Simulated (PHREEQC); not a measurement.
Make-up at 90 °C: 0.029 mol AgF, 0.0043 mol NaCl and 0.0086 mol Cu(NO3)2 per kg of water. Closed to the air; pH follows from the charge balance.

Equilibrium calculation in PHREEQC: ion-association model, wateq4f.dat.

| quantity | before | after |
|---|---|---|
| pH | 4.90 | 4.35 |
| ionic strength (mol/kgw) | 0.0489 | 0.141 |
| Cu+2 (mol/kgw) | 0.00533 | 0.0335 |
| Cu2(OH)2+2 (mol/kgw) | 0.000754 | 0.00175 |
| Cl- (mol/kgw) | 0.000300 | 0.000355 |
| CuCl+ (mol/kgw) | 2.57e-5 | 0.000138 |
| SI of Cu(OH)2 (Cu(OH)2) | +0.54 | +0.09 |
| SI of Atacamite (Cu2(OH)3Cl) | +0.94 | +0.63 |

Q: Which change was made?
(A) Cu(NO3)2 replaced by CuCl2 at the same molality
(B) diluted 100-fold with water
(C) NaCl from 0.0043 to 0.00086 mol/kgw
(D) Cu(NO3)2 from 0.0086 to 0.043 mol/kgw
(E) 0.033 mol/kgw H2SO4 added

A: D, Cu(NO3)2 from 0.0086 to 0.043 mol/kgw

No solid was allowed to form. Some of these states are supersaturated (in Cerargyrite, Cu(OH)2, Cu2(OH)3NO3, for instance). Away from 25 °C the constants follow the database's enthalpies or fits; those with neither stay at their 25 °C values.
